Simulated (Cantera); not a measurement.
An isothermal, constant-pressure homogeneous reactor starts with 2.33 % C3H8, 97.7 % H2, at 1325 K and 54.0 Torr.

Computed with Cantera and GRI-Mech 3.0 (53 species, 325 reactions). GRI-Mech 3.0 was tuned for natural gas; its chemistry of propane as a main component is partial and can be far from experiment. GRI-Mech 3.0 stops at C3 and has no aromatics, soot or wall deposition, so with more carbon than oxygen in the feed, carbon stays in small species such as C2H2 where larger ones or solid carbon would form.

x: mole fraction; the columns are a selection and need not sum to one.

```csv
t (s),x C3H8,x H2,x CH4,x CH3,x C2H6
5.00e-5,0.0231,0.977,6.33e-5,6.94e-5,8.91e-6
0.000139,0.0225,0.976,0.000575,0.000217,3.18e-5
0.000387,0.0184,0.972,0.00425,0.000503,0.000106
0.00108,0.00577,0.960,0.0169,0.000439,0.000231
0.00300,0.000248,0.954,0.0232,0.000103,0.000101
0.00834,8.71e-6,0.954,0.0236,3.07e-5,5.62e-5
0.0232,(withheld),0.954,0.0237,(withheld),(withheld)
0.0646,(withheld),0.954,0.0238,(withheld),(withheld)
0.180,9.76e-9,0.954,0.0238,6.71e-6,2.89e-5
0.500,5.25e-9,0.954,0.0239,6.01e-6,1.75e-5
1.39,1.94e-9,0.954,0.0241,4.92e-6,8.07e-6
3.87,1.23e-9,0.954,0.0243,4.50e-6,5.67e-6
10.8,1.21e-9,0.954,0.0250,4.55e-6,5.54e-6
30.0,1.20e-9,0.953,0.0268,4.70e-6,5.36e-6
```

Question: Complete the blanks.

Answer: 
- 0.0232, x C3H8: 2.45e-7
- 0.0232, x CH3: 1.18e-5
- 0.0232, x C2H6: 4.48e-5
- 0.0646, x C3H8: 1.46e-8
- 0.0646, x CH3: 7.39e-6
- 0.0646, x C2H6: 3.70e-5
